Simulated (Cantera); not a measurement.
A perfectly stirred reactor is fed with NO : N₂ = 1 : 2.4 (molar parts), at 0.849 atm; it is held at 1948 K, and followed from long to short residence time.

Computed with Cantera and GRI-Mech 3.0 (53 species, 325 reactions).

What does this change do: NO 1 to 0.15 parts?


```
quantity                 before     after
---------------------  --------  --------
x(NO) at τ = 5.90 s      0.0895    0.0311
x(O₂) at τ = 5.90 s       0.102    0.0138
x(N₂O) at τ = 5.90 s    3.69e-6   5.49e-7
x(NO₂) at τ = 5.90 s   0.000109   1.42e-5
x(O) at τ = 5.90 s     0.000155   5.78e-5
x(NO) at τ = 59.0 ms      0.286    0.0584
x(O₂) at τ = 59.0 ms    0.00392  0.000179
x(N₂O) at τ = 59.0 ms   3.71e-5   1.60e-6
x(NO₂) at τ = 59.0 ms   9.72e-5   7.13e-6
x(O) at τ = 59.0 ms     4.57e-5   1.60e-5
```

What does this change do: temperature 1948 to 1900 K?


```json
[
 {"quantity": "x(NO) at τ = 5.90 s", "before": "0.0895", "after": "0.120"},
 {"quantity": "x(O₂) at τ = 5.90 s", "before": "0.102", "after": "0.0870"},
 {"quantity": "x(N₂O) at τ = 5.90 s", "before": "3.69e-6", "after": "6.27e-6"},
 {"quantity": "x(NO₂) at τ = 5.90 s", "before": "0.000109", "after": "0.000148"},
 {"quantity": "x(O) at τ = 5.90 s", "before": "0.000155", "after": "9.67e-5"},
 {"quantity": "x(NO) at τ = 59.0 ms", "before": "0.286", "after": "0.289"},
 {"quantity": "x(O₂) at τ = 59.0 ms", "before": "0.00392", "after": "0.00255"},
 {"quantity": "x(N₂O) at τ = 59.0 ms", "before": "3.71e-5", "after": "3.67e-5"},
 {"quantity": "x(NO₂) at τ = 59.0 ms", "before": "9.72e-5", "after": "9.52e-5"},
 {"quantity": "x(O) at τ = 59.0 ms", "before": "4.57e-5", "after": "2.74e-5"}
]
```
